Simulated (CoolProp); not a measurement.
Vapour-liquid equilibrium of hydrogen chloride (1) + propane (2) at 203.4 K; x and y are mole fractions of (1).

Computed with CoolProp (multi-fluid Helmholtz-energy mixture model, Thol 2018 and Lemmon 2009; pair parameters Bell 2016).

| x | bubble pressure (MPa) | y at the bubble point | dew pressure at overall composition x (MPa) | liquid density (mol/L) |
|---|---|---|---|---|
| 0.05 | 0.05829 | … | 0.02604 | 14.28 |
| 0.15 | … | 0.800 | 0.02903 | 15.18 |
| 0.25 | 0.1472 | 0.858 | 0.03279 | 16.18 |
| 0.35 | 0.1694 | 0.884 | 0.03767 | … |
| 0.45 | 0.1825 | 0.898 | 0.04422 | 18.60 |
| 0.55 | 0.1906 | … | 0.05352 | … |
| 0.65 | 0.1967 | 0.914 | … | 21.87 |
| 0.75 | 0.2029 | 0.924 | 0.09189 | 23.97 |
| 0.85 | 0.2104 | 0.941 | 0.1410 | 26.51 |
| 0.95 | 0.2194 | 0.974 | 0.2134 | 29.62 |

Task: What belongs in the gaps?

Result: 
- 0.05, y at the bubble point: 0.589
- 0.15, bubble pressure (MPa): 0.1114
- 0.35, liquid density (mol/L): 17.31
- 0.55, y at the bubble point: 0.907
- 0.55, liquid density (mol/L): 20.11
- 0.65, dew pressure at overall composition x (MPa): 0.06770

No azeotrope shows between x = 0.05 and 0.95.

Pair parameters are fitted to limited data, so mixtures are less certain than the pure fluids. With so large a gap from Raoult's law the liquid may split in two, which this calculation doesn't test in full.
